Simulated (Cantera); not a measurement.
Cantera run:

```python
import numpy as np
import cantera as ct

gas_names = [...]  # 136 gases of nasa_gas.yaml made of C, H, N, O
cond_names = """
    C(gr) C6H6(L) C7H8(L) C8H18(L),n-octa H2O(s) H2O(L)
""".split()


# ... load() reads the species with a 1 bar reference pressure and builds the phases ...
atoms = {
    'toluene': {'C': 7, 'H': 8},
    'CO2': {'C': 1, 'O': 2},
    'N2': {'N': 2},
    'O2': {'O': 2},
}
top_T = {'C(gr)': 4500}  # K; cautious upper limits of use, not melting points


# ... equilibrate(T, P, feed) seeds the gas with the atoms and calls Mixture.equilibrate('TP', solver="vcs", rtol=1e-11, max_steps=5000) ...
results = []
feed = {'toluene': 1, 'CO2': 0.24, 'N2': 0.76, 'O2': 0.31}  # mol
P = 101325  # Pa
for T in [1998, 2073, 2148, 2223, 2298, 2373, 2448, 2523, 2598, 2673, 2748, 2823, 2898]:
    mix = equilibrate(T, P, feed)
    results.append((T, P, feed, dict(zip(mix.species_names, mix.species_moles))))

top = {s: max(r[3][s] / sum(r[3][g] for g in gas_names) for r in results) for s in gas_names}
cols = sorted((s for s in top if top[s] > 0.001), key=lambda s: -top[s])[:9]
seen = [c for c in cond_names if any(r[3].get(c, 0) > 1e-12 for r in results)]
print("log10 of partial pressures in bar; condensed amounts in mol")
print(f"{'T/K':>10s}" + "".join(f"{s[:9]:>10s}" for s in cols + seen))
for T, P, feed, n in results:
    ng = sum(n[g] for g in gas_names)
    print(f"{T:10.4g}" + "".join(f"{np.log10(max(n[s] / ng * P / 1e5, 1e-99)):10.3f}" for s in cols)
          + "".join(f"{n.get(c, 0):10.4g}" for c in seen))
```

It prints:

```
log10 of partial pressures in bar; condensed amounts in mol
       T/K        H2        CO        N2         H       HCN C2H2,acet       HNC     C(gr)
      1998    -0.163    -0.721    -0.889    -2.876    -2.361    -3.283    -3.608     6.106
      2073    -0.164    -0.721    -0.892    -2.662    -2.239    -3.076    -3.429     6.094
      2148    -0.165    -0.721    -0.896    -2.463    -2.126    -2.883    -3.263     6.077
      2223    -0.168    -0.722    -0.900    -2.277    -2.023    -2.705    -3.110     6.057
      2298    -0.170    -0.722    -0.905    -2.104    -1.927    -2.539    -2.968     6.031
      2373    -0.174    -0.723    -0.911    -1.942    -1.838    -2.385    -2.836     5.998
      2448    -0.179    -0.724    -0.919    -1.790    -1.756    -2.242    -2.714     5.958
      2523    -0.185    -0.726    -0.927    -1.649    -1.681    -2.109    -2.601      5.91
      2598    -0.193    -0.727    -0.937    -1.516    -1.612    -1.986    -2.497     5.853
      2673    -0.202    -0.730    -0.948    -1.391    -1.550    -1.872    -2.401     5.786
      2748    -0.214    -0.732    -0.961    -1.275    -1.493    -1.768    -2.312     5.707
      2823    -0.228    -0.736    -0.976    -1.166    -1.442    -1.672    -2.231     5.617
      2898    -0.246    -0.740    -0.992    -1.065    -1.397    -1.585    -2.157     5.514
```

Equilibrium computed with Cantera from the NASA thermochemical tables; the gas is ideal and each condensed phase is pure.
